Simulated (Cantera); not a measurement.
Charge: 1 mol SiHCl₃, 26 mol NH₃, at 34.0 Pa.

Cantera equilibrium calculation (NASA polynomials, part measured and part estimated; ideal gas, pure solids and liquids). Candidate condensed phases: NH₄Cl, Si, Si₃N₄; 28 gas species. The tables' values for SiCl, SiN, SiCl₃ are old estimates; treat these amounts as uncertain. Gases not in the tables: Si₂H₆ and higher silanes. Rates play no part.

x: gas mole fraction; n: condensed amount in mol.

```csv
T (°C),x H₂,x N₂,x HCl,x H,x Si,x SiCl₂,n Si₃N₄(s),n Si(s),n Si(l)
450,0.713,0.231,0.0562,3.86e-12,<1e-12,___,0.333,0,0
550,0.713,0.231,0.0562,3.36e-10,<1e-12,___,0.333,0,0
650,0.713,0.231,0.0562,1.12e-8,<1e-12,___,0.333,0,0
750,0.713,0.231,0.0562,1.90e-7,<1e-12,___,0.333,0,0
850,0.713,0.231,0.0562,1.95e-6,<1e-12,___,0.333,0,0
950,0.713,0.231,0.0561,1.38e-5,7.67e-11,___,0.332,0,0
1050,0.713,0.232,0.0550,7.26e-5,1.33e-8,___,0.323,0,0
1150,0.714,0.233,0.0508,0.000304,1.10e-6,___,0.286,0,0
1250,0.715,0.235,0.0411,0.00106,5.04e-5,0.00734,0.200,0,0
1350,0.708,0.240,0.0396,0.00316,0.000460,0.00776,0,0.547,0
1450,0.702,0.239,0.0392,0.00829,0.00289,0.00759,0,0,0.401
1550,0.686,0.235,0.0407,0.0195,0.0108,___,0,0,0
```

Problem. Some entries are withheld; supply them.

Solution. 
- 450, x SiCl₂: 1.25e-12
- 550, x SiCl₂: 2.73e-10
- 650, x SiCl₂: 1.84e-8
- 750, x SiCl₂: 5.42e-7
- 850, x SiCl₂: 8.67e-6
- 950, x SiCl₂: 8.70e-5
- 1050, x SiCl₂: 0.000590
- 1150, x SiCl₂: 0.00266
- 1550, x SiCl₂: 0.00603
